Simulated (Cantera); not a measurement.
Feed: 1 mol B₂O₃, 7.1 mol NH₃, 21 mol N₂, at 1.33 mbar.

These are equilibrium values from Cantera (NASA tables, ideal gas, pure condensed phases), not measurements of a reactor. Candidate condensed phases: B, BN, B₂O₃, B₃O₃H₃, H₂O; 39 gas species. Mutual solubility and eutectic melting of coexisting phases are not modelled. Kinetics and transport are ignored.

Problem. Which condensed phases are stable at each of these points (T (°C)): 1175, 1200, 1225, 1250, 1275, 1300, 1325, 1350, 1375, 1400, 1425?

Solution. 
```tsv
T (°C)	condensed phases	B condensed (%)
1175	BN(s) + B₂O₃(l)	63.1
1200	BN(s) + B₂O₃(l)	42.3
1225	BN(s) + B₂O₃(l)	9.2
1250	gas only	0.0
1275	gas only	0.0
1300	gas only	0.0
1325	gas only	0.0
1350	gas only	0.0
1375	gas only	0.0
1400	gas only	0.0
1425	gas only	0.0
```

From 1175 °C to 1225 °C the condensed part is BN(s) + B₂O₃(l). From 1250 °C to 1425 °C nothing is condensed.
